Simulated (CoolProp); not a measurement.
Vapour-liquid equilibrium of CHF3 (R23) (1) + R125 (2) at 3.6 bar; x and y are mole fractions of (1).

Values from CoolProp's multi-fluid Helmholtz-energy mixture model, Penoncello 2003 and Lemmon 2005; pair parameters Bell 2016.

| x | bubble temperature, mixture model (K) | bubble temperature, Raoult's law (K) | y, mixture model | y, Raoult's law |
|---|---|---|---|---|
| 0.05 | 251.5 | 250.9 | 0.151 | 0.181 |
| 0.15 | 245.3 | 244.3 | 0.391 | 0.436 |
| 0.25 | 239.8 | 238.9 | 0.563 | 0.603 |
| 0.35 | 235.1 | 234.3 | 0.686 | 0.718 |
| 0.45 | 231.0 | 230.5 | 0.775 | 0.799 |
| 0.55 | 227.6 | 227.2 | 0.841 | 0.860 |
| 0.65 | 224.5 | 224.3 | 0.891 | 0.905 |
| 0.75 | 221.9 | 221.7 | 0.930 | 0.940 |
| 0.85 | 219.5 | 219.4 | 0.962 | 0.968 |
| 0.95 | 217.4 | 217.3 | 0.988 | 0.991 |

The largest gap from Raoult's law is +1.0 K in bubble temperature, at x = 0.15. No azeotrope shows between x = 0.05 and 0.95.

Pair parameters are fitted to limited data, so mixtures are less certain than the pure fluids.
